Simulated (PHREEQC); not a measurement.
Dissolve 0.0047 mol CO2 and 0.0002 mol CaBr2 per kg of water at 37 °C. Closed to the air; pH follows from the charge balance.

Computed with PHREEQC (ion-association model, phreeqc.dat).

```
Item                       Value
--------------  ----------------
pH                          4.32
ionic strength  0.000649 mol/kgw
```

```
species  molality  activity   log γ
-------  --------  --------  ------
CO2       0.00465   0.00465   0.000
Br-      0.000400  0.000388  -0.013
Ca+2     0.000200  0.000178  -0.051
H+        4.95e-5   4.81e-5  -0.012
HCO3-     4.94e-5   4.79e-5  -0.013
(CO2)2    5.74e-7   5.74e-7   0.000
CaHCO3+   1.29e-7   1.25e-7  -0.013
```

This is a speciation only: nothing precipitates in the calculation. At this temperature some constants are extrapolated from 25 °C, and those without enthalpy data are left unchanged.
